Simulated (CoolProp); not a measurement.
Properties of octamethyltrisiloxane (MDM) at several states (Tc = 565.4 K, pc = 1.438 MPa, ω = 0.528).

Computed with CoolProp (reference Helmholtz-energy equation of state, Thol 2017).

```csv
T (K),p (MPa),phase,speed of sound (m/s),Joule-Thomson coefficient (K/MPa),isothermal compressibility (1/MPa)
469.9,2.16,liquid,416.4,0.003559,0.01071
265,1.78,liquid,1044,-0.4794,0.001316
522.1,0.292,gas,123.1,13.54,3.850
513.8,7.51,liquid,426.5,-0.04524,0.01025
332.2,0.741,liquid,808.2,-0.3867,0.002352
501.8,2.38,liquid,336.9,0.2354,0.01763
```
